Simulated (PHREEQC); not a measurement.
Dissolve 0.017 mol H2SO4, 0.24 mol ZnSO4 and 0.00053 mol MnSO4 per kg of water at 20 °C. Closed to the air; pH follows from the charge balance.

The numbers come from PHREEQC with the ion-association model, phreeqc.dat.

No solid was allowed to form.

Order these Zn species by the share of Zn that they hold, largest first: ZnSO4, Zn+2, Zn(SO4)2-2.

Zn+2 (49 %), ZnSO4 (34 %), Zn(SO4)2-2 (17 %)

The pH is 1.97 and the ionic strength 0.483 mol/kgw. Species that the database lacks are ignored.
